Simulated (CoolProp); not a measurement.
o-xylene at 547.1 K and 0.225 MPa flows at 2.3 m/s in a round tube of 12.7 mm bore and 45 µm roughness, fully developed (64/Re and Nu = 3.66 if laminar; Colebrook and Gnielinski if turbulent). Each further row changes one setting.

The numbers come from the reference Helmholtz-energy equation of state, Zhou 2012 in CoolProp.

```json
[
 {"case": "as stated", "Reynolds number": "13400", "Darcy friction factor": "0.0342", "pressure drop (Pa/m)": "38.8", "heat-transfer coefficient (W/(m² K))": "(withheld)", "mass flow (kg/h)": "(withheld)"},
 {"case": "velocity 4.6 m/s", "Reynolds number": "26800", "Darcy friction factor": "0.0313", "pressure drop (Pa/m)": "142", "heat-transfer coefficient (W/(m² K))": "243", "mass flow (kg/h)": "11.4"},
 {"case": "diameter 25.4 mm", "Reynolds number": "26800", "Darcy friction factor": "0.0281", "pressure drop (Pa/m)": "(withheld)", "heat-transfer coefficient (W/(m² K))": "(withheld)", "mass flow (kg/h)": "(withheld)"}
]
```

Task: Complete the blanks.

Result: 
- as stated, heat-transfer coefficient (W/(m² K)): 129
- as stated, mass flow (kg/h): 5.72
- diameter 25.4 mm, pressure drop (Pa/m): 15.9
- diameter 25.4 mm, heat-transfer coefficient (W/(m² K)): 108
- diameter 25.4 mm, mass flow (kg/h): 22.9

Viscosity comes from a separate model (Cao 2016). Thermal conductivity comes from a separate model (Mylona 2014).
